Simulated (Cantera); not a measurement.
An adiabatic, constant-volume homogeneous reactor starts with CO : H2 : O2 : N2 = 1 : 0.25 : 2.08 : 7.83 (molar parts), at 1148 K and 2100000 Pa. Integrator tolerance rtol = 1e-08.

Model: GRI-Mech 3.0 (53 species, 325 reactions), integrated in Cantera. The hydrogen kinetics of GRI-Mech 3.0 are dated; newer H2 mechanisms differ, most at raised pressure. The pressure lies above the range GRI-Mech 3.0 was tuned for (to about 10 atm).

```
quantity                                                              before                                      after
---------------------------------  -----------------------------------------  -----------------------------------------
time of steepest temperature rise                                   0.361 ms                                   0.219 ms
temperature at 5.00 s                                                 2192 K                                     2190 K
equilibrium temperature                                               2192 K                                     2190 K
x(CO) at 5.00 s                    0.000242 (gas-phase equilibrium 0.000242)  0.000382 (gas-phase equilibrium 0.000382)
x(H2) at 5.00 s                      1.14e-5 (gas-phase equilibrium 1.14e-5)    1.79e-5 (gas-phase equilibrium 1.79e-5)
x(O2) at 5.00 s                          0.133 (gas-phase equilibrium 0.133)        0.133 (gas-phase equilibrium 0.133)
x(H2O2) at 5.00 s                    1.74e-7 (gas-phase equilibrium 1.74e-7)    1.07e-7 (gas-phase equilibrium 1.07e-7)
x(HO2) at 5.00 s                     4.89e-6 (gas-phase equilibrium 4.89e-6)    3.81e-6 (gas-phase equilibrium 3.81e-6)
```

Task: Name the change that produced these shifts.
A. H2 0.25 to 0.078 parts
B. initial temperature 1148 to 1100 K
C. pressure from 2100000 Pa to 100000 Pa
D. pressure from 2100000 Pa to 810000 Pa

Result: D, pressure from 2100000 Pa to 810000 Pa
